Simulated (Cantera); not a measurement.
Input (Python, Cantera):

```python
import numpy as np
import cantera as ct

gas = ct.Solution("gri30.yaml")
gas.TPX = 1400, 600, {'CH4': 1, 'N2': 5.9}
reactor = ct.IdealGasConstPressureReactor(gas, energy="off", clone=False)
net = ct.ReactorNet([reactor])
net.rtol, net.atol = 1e-08, 1e-18
show = ['CH4', 'C2H6', 'C2H4', 'HCN', 'H2', 'CH2', 'C2H2']
times = np.geomspace(0.0005, 20, 10)

steps = ct.SolutionArray(gas, extra=["t"])
rows = []
print(f"{'t/s':>10s}{'T/K':>9s}{'P/Pa':>11s}" + "".join(f"{s:>11s}" for s in show))
for t in times:
    while net.time < t:
        t_next = net.step()
        steps.append(gas.state, t=t_next)
    rows.append([np.interp(t, steps.t, y) for y in (steps.T, steps.P, *steps(*show).X.T)])
    print(f"{t:10.3e}{rows[-1][0]:9.1f}{rows[-1][1]:11.4g}" + "".join(f"{x:11.3e}" for x in rows[-1][2:]))
rate = np.gradient(steps.T, steps.t)
print("integrator steps:", len(steps.t))
if steps.T.max() > steps.T[0] + 200:
    print(f"time of steepest temperature rise: {steps.t[rate.argmax()]:.4e} s")
gas.TPX = 1400, 600, {'CH4': 1, 'N2': 5.9}
gas.equilibrate("TP")
print(f"equilibrium (TP): T = {gas.T:.1f} K  " + "  ".join(f"{s} {gas[s].X[0]:.3e}" for s in show))
```

It prints:

```
       t/s      T/K       P/Pa        CH4       C2H6       C2H4        HCN         H2        CH2       C2H2
 5.000e-04   1400.0        600  1.449e-01  1.863e-15  1.186e-15  2.564e-21  1.709e-08  8.074e-16  1.106e-20
 1.623e-03   1400.0        600  1.449e-01  7.540e-14  9.180e-14  2.998e-20  6.274e-08  6.643e-15  3.061e-18
 5.268e-03   1400.0        600  1.449e-01  2.756e-12  4.482e-12  3.299e-19  2.109e-07  5.466e-14  5.360e-16
 1.710e-02   1400.0        600  1.449e-01  9.256e-11  1.681e-10  3.572e-18  6.923e-07  5.106e-13  6.658e-14
 5.550e-02   1400.0        600  1.449e-01  3.001e-09  5.943e-09  4.458e-17  2.265e-06  5.148e-12  7.888e-12
 1.802e-01   1400.0        600  1.449e-01  8.505e-08  2.019e-07  7.210e-16  7.729e-06  5.220e-11  9.292e-10
 5.848e-01   1400.0        600  1.449e-01  1.670e-06  6.304e-06  9.556e-15  3.673e-05  4.789e-10  1.136e-07
 1.898e+00   1400.0        600  1.444e-01  1.642e-05  1.512e-04  2.808e-13  4.175e-04  3.293e-09  1.330e-05
 6.162e+00   1400.0        600  1.392e-01  5.405e-05  1.541e-03  2.636e-11  5.943e-03  1.025e-08  9.013e-04
 2.000e+01   1400.0        600  1.205e-01  3.284e-05  1.566e-03  4.737e-10  3.055e-02  7.666e-09  9.100e-03
integrator steps: 761
equilibrium (TP): T = 1400.0 K  CH4 2.313e-04  C2H6 6.274e-10  C2H4 2.823e-05  HCN 6.604e-02  H2 1.895e-01  CH2 7.038e-11  C2H2 3.014e-02
```

Cantera simulation using GRI-Mech 3.0 (53 species, 325 reactions); the numbers are that mechanism's predictions, not measurements. GRI-Mech 3.0 stops at C3 and has no aromatics, soot or wall deposition, so with more carbon than oxygen in the feed, carbon stays in small species such as C2H2 where larger ones or solid carbon would form. Radical loss at walls, strong at low pressure, is not modelled.
